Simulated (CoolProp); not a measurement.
Properties of chlorine along the isotherm 160.15 °C (Tc = 143.7 °C, pc = 76.42 bar, ω = 0.070).

Values from CoolProp's reference Helmholtz-energy equation of state, Thol 2021.

```
p (bar)          phase  density (kg/m³)  cv (kJ/(kg K))  Joule-Thomson coefficient (K/MPa)  isothermal compressibility (1/MPa)  expansivity (1/kK)
-------  -------------  ---------------  --------------  ---------------------------------  ----------------------------------  ------------------
0.632              gas            1.247          0.3855                              11.92                               15.86               2.325
1.02               gas            2.015          0.3859                              11.92                               9.841               2.336
1.65               gas            3.267          0.3866                              11.92                               6.098               2.353
2.67               gas            5.307          0.3878                              11.93                               3.783               2.382
4.31               gas            8.621          0.3897                              11.93                               2.358               2.430
6.96               gas            14.06          0.3929                              11.95                                   ?               2.511
11.2               gas            23.02               ?                              11.97                              0.9336                   ?
18.2               gas            38.53               ?                              12.01                              0.5932               2.915
29.4               gas            65.58          0.4246                              12.06                              0.3902                   ?
47.4               gas            117.2          0.4586                              12.13                              0.2769               4.837
76.6     supercritical                ?          0.5495                              11.67                              0.2827               12.96
124      supercritical            869.1          0.5299                              2.151                             0.03955               9.317
200      supercritical                ?               ?                             0.6828                             0.01113               4.101
```

### Question
What belongs in the gaps?

### Answer

- 6.96, isothermal compressibility (1/MPa): 1.476
- 11.2, cv (kJ/(kg K)): 0.3982
- 11.2, expansivity (1/kK): 2.651
- 18.2, cv (kJ/(kg K)): 0.4076
- 29.4, expansivity (1/kK): 3.451
- 76.6, density (kg/m³): 251.0
- 200, density (kg/m³): 1007
- 200, cv (kJ/(kg K)): 0.4799
